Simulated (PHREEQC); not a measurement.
Dissolve 0.038 mol/kgw HF and 0.0028 mol/kgw NH4F at 25 °C. Closed to the air; pH follows from the charge balance.

All values are PHREEQC results (ion-association model, wateq4f.dat), not measurements.

```csv
quantity,before,after
pH,2.45,6.26
ionic strength (mol/kgw),0.00664,0.00280
HF (mol/kgw),0.0291,2.17e-6
F- (mol/kgw),0.00597,0.00280
H2F2 (mol/kgw),0.00221,1.22e-11
HF2- (mol/kgw),0.000667,2.33e-8
```

### Question
What was changed between the two runs?
(A) temperature from 25 to 55 °C
(B) HF from 0.038 to 0.38 mol/kgw
(C) temperature from 25 to 35 °C
(D) HF left out
(E) NH4F replaced by (NH4)2CO3 at the same molality

### Answer
D, HF left out

This is a speciation only: nothing precipitates in the calculation. wateq4f.dat counts part of the HF as a dimer, H2F2, which phreeqc.dat doesn't know; its constant is uncertain.
